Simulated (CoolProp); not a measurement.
Model: reference Helmholtz-energy equation of state, Outcalt 1996, in CoolProp. It is a modified Benedict-Webb-Rubin equation, recast in Helmholtz form.

### Question
For R152A, give the phase and the density (kg/m³), cv (kJ/(kg K)), Joule-Thomson coefficient (K/MPa), isothermal compressibility (1/MPa) at 227.9 K and 3250 kPa; 408.2 K and 3250 kPa.

### Answer
- 227.9 K and 3250 kPa: liquid; density 1060, cv 1.05, Joule-Thomson coefficient -0.351, isothermal compressibility 0.00139
- 408.2 K and 3250 kPa: gas; density 84.7, cv 1.26, Joule-Thomson coefficient 11.1, isothermal compressibility 0.431
